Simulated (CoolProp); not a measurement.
A simple Rankine cycle with tetrahydrofuran: condensing at 330.15 K, boiler at 3.24 MPa, turbine inlet 506.6 K, turbine efficiency 0.7, pump efficiency 0.7, no recuperator. Each further row changes one setting.

The numbers come from the reference Helmholtz-energy equation of state, Fiedler 2023 in CoolProp.

```csv
case,thermal efficiency (%),net work (kJ/kg),heat in (kJ/kg),turbine exit temperature (K),volume ratio over the turbine
as stated,17.6,109,621,396.4,52.5
turbine inlet 526.6 K,17.7,119,671,422.7,48.5
condensing temperature 322.15 K,18.5,117,636,390.6,68.9
boiler pressure 2.27 MPa,16.7,109,653,417.7,31.5
turbine efficiency 0.6,15.0,92.9,621,407.3,54.0
```
